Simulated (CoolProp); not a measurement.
The fluid at 250.94 K and 0.00489 MPa is throttled through a valve to 0.00303 MPa with no heat exchange. The same conditions are run with several fluids, on thermodynamics alone (safety and materials aside).

Values from CoolProp's reference Helmholtz-energy equation of state of each fluid (R245fa: Akasaka 2015; chlorine: Thol 2021; CH3F (R41): Lemmon 2006; R123: Younglove 1994; R507A: Lemmon 2003). Blends and air are pseudo-pure fits.

| fluid | final density (kg/m³) |
|---|---|
| R245fa | ? |
| chlorine | ? |
| CH3F (R41) | ? |
| R123 | ? |
| R507A | 0.144 |

Q: Fill in the missing entries.

A: 
- R245fa, final density (kg/m³): 0.195
- chlorine, final density (kg/m³): 0.103
- CH3F (R41), final density (kg/m³): 0.0495
- R123, final density (kg/m³): 0.223
